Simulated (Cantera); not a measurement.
Input: 1 mol CaCO3, 0.11 mol CO2, 15 mol O2, equilibrated at 1677 °C and 4.60 mbar.

Method: chemical equilibrium by Gibbs-energy minimisation in Cantera with the NASA 1993 tables (ideal gas, pure condensed phases). Candidate condensed phases: C, Ca, CaCO3, CaO; 15 gas species. Equilibrium is a limit: real reactors are often held back by kinetics, nucleation or transport.

Base state: O2 0.925, CO2 0.0678, O 0.00640, CO 0.000895 (mole fractions); condensed: CaO(s).

What changes in the equilibrium state with this change: CO2 from 0.11 to 1.4 mol?


| species | before | after |
|---|---|---|
| O2 | 0.925 | 0.856 |
| CO2 | 0.0678 | 0.136 |
| O | 0.00640 | 0.00616 |
| CO | 0.000895 | 0.00186 |
| CaO(s), mol | 1.000 | 1.000 |
